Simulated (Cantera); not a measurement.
A closed system holds: 1 mol Si, 1.7 mol Cl₂, 88 mol H₂, equilibrated at 1425 °C and 0.00210 bar.

These are equilibrium values from Cantera (NASA tables, ideal gas, pure condensed phases), not measurements of a reactor. The tables' values for SiCl are old estimates; treat these amounts as uncertain. Gases not in the tables: Si₂H₆ and higher silanes. Equilibrium is a limit: real reactors are often held back by kinetics, nucleation or transport.

```csv
species,before,after
H₂,0.962,0.973
HCl,0.0307,0.0224
SiCl₄,9.40e-9,0.00262
H,0.00310,4.88e-8
Si,0.000313,<1e-9
SiCl,7.36e-5,<1e-9
Cl,7.67e-5,1.05e-9
SiH,2.19e-5,<1e-9
SiHCl₃,5.68e-8,0.000801
SiH₂,1.34e-5,<1e-9
"Si(l), mol",0.646,0
"Si(s), mol",0,0.586
```
Gas species are given as mole fractions.

Name the change that produced these shifts.
A. temperature from 1425 °C to 727 °C
B. temperature from 1425 °C to 250 °C
C. temperature from 1425 °C to 852 °C
D. temperature from 1425 °C to 1300 °C

A, temperature from 1425 °C to 727 °C. The tables' values for SiCl₃ are old estimates; treat these amounts as uncertain
